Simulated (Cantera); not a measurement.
A Cantera script and what it prints.

```python
import numpy as np
import cantera as ct

gas_names = """
    H HO2 H2 H2O H2O2 K KH KO KOH K2 K2O2H2 O OH O2 O3
""".split()
cond_names = """
    H2O(s) H2O(L) K(cr) K(L) KOH(a) KOH(b) KOH(L) KO2(s) K2O(s) K2O2(s)
""".split()


def load(file, names, dense=False):
    # The tables refer to 1 bar. Condensed volumes are neglected.
    table = {s.name: s for s in ct.Species.list_from_file(file)}
    out = []
    for n in names:
        d = dict(table[n].input_data)
        d["thermo"] = dict(d["thermo"], **{"reference-pressure": 1e5})
        if dense:
            d["equation-of-state"] = {"model": "constant-volume", "density": "1e6 g/cm^3"}
        out.append(ct.Species.from_dict(d))
    return out


gas = ct.Solution(thermo="ideal-gas", species=load("nasa_gas.yaml", gas_names))
cond = {s.name: ct.Solution(thermo="fixed-stoichiometry", species=[s], name=s.name)
        for s in load("nasa_condensed.yaml", cond_names, dense=True)}
atoms = {
    'KOH': {'K': 1, 'O': 1, 'H': 1},
    'H2': {'H': 2},
    'O2': {'O': 2},
}
top_T = {'KO2(s)': 780, 'K2O(s)': 1000, 'K2O2(s)': 760}  # K; cautious upper limits of use, not melting points


def equilibrate(T, P, feed):
    n = {}
    for name, mol in feed.items():
        for a, k in atoms[name].items():
            n[a] = n.get(a, 0.0) + k * mol
    gas.TPX = T, P, n
    mass = sum(n.values()) * gas.mean_molecular_weight
    gas.equilibrate("TP")
    valid = [c for c in cond.values() if c.min_temp <= T <= top_T.get(c.name, c.max_temp)]
    mix = ct.Mixture([(gas, mass / gas.mean_molecular_weight)] + [(c, 0.0) for c in valid])
    mix.T, mix.P = T, P
    mix.equilibrate("TP", solver="vcs", rtol=1e-11, max_steps=5000)
    return mix


results = []
T = 1850  # K
P = 1333.22  # Pa
for m in [0.32, 0.6, 0.87, 1.2, 1.4, 1.7, 2, 2.3, 2.5, 2.8, 3.1]:
    feed = {'KOH': 1, 'H2': m, 'O2': 1.7}  # mol
    mix = equilibrate(T, P, feed)
    results.append((T, P, feed, dict(zip(mix.species_names, mix.species_moles))))

top = {s: max(r[3][s] / sum(r[3][g] for g in gas_names) for r in results) for s in gas_names}
cols = sorted((s for s in top if top[s] > 0.001), key=lambda s: -top[s])[:5]
seen = [c for c in cond_names if any(r[3].get(c, 0) > 1e-12 for r in results)]
print("log10 of partial pressures in bar; condensed amounts in mol")
print(f"{'n(H2)':>10s}" + "".join(f"{s[:9]:>10s}" for s in cols + seen))
for T, P, feed, n in results:
    ng = sum(n[g] for g in gas_names)
    print(f"{feed['H2']:10.4g}" + "".join(f"{np.log10(max(n[s] / ng * P / 1e5, 1e-99)):10.3f}" for s in cols)
          + "".join(f"{n.get(c, 0):10.4g}" for c in seen))
```

It prints:

```
log10 of partial pressures in bar; condensed amounts in mol
     n(H2)       H2O        O2       KOH         K        OH
      0.32    -2.703    -2.158    -2.512    -2.908    -4.255
       0.6    -2.523    -2.216    -2.508    -2.978    -4.180
      0.87    -2.406    -2.276    -2.513    -3.028    -4.136
       1.2    -2.302    -2.356    -2.526    -3.072    -4.104
       1.4    -2.253    -2.408    -2.535    -3.093    -4.093
       1.7    -2.192    -2.493    -2.551    -3.118    -4.083
         2    -2.142    -2.589    -2.568    -3.135    -4.083
       2.3    -2.101    -2.703    -2.586    -3.146    -4.090
       2.5    -2.077    -2.792    -2.599    -3.149    -4.101
       2.8    -2.045    -2.958    -2.621    -3.145    -4.126
       3.1    -2.018    -3.198    -2.649    -3.126    -4.173
```

Method: chemical equilibrium by Gibbs-energy minimisation in Cantera with the NASA 1993 tables (ideal gas, pure condensed phases).
